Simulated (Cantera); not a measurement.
Mixture: CH₄ : H₂ : O₂ : N₂ : H₂O = 1 : 0.84 : 1.61 : 6.07 : 2.3 (molar parts), equivalence ratio 1.5, at 0.760 bar, adiabatic and at constant pressure. Ignition delay is the time to a rise of 400 K.

Model: GRI-Mech 3.0 (53 species, 325 reactions), integrated in Cantera.

Task: Predict: delay at 1100 K; delay at 1175 K; delay at 1250 K; delay at 1325 K; delay at 1400 K; delay at 1475 K; apparent activation energy between 1325 and 1475 K.

Result: 
| Property | Result |
|---|---|
| delay at 1100 K | 7.30 ms |
| delay at 1175 K | 3.68 ms |
| delay at 1250 K | 1.99 ms |
| delay at 1325 K | 1.11 ms |
| delay at 1400 K | 0.640 ms |
| delay at 1475 K | 0.384 ms |
| apparent activation energy between 1325 and 1475 K | 110 kJ/mol |
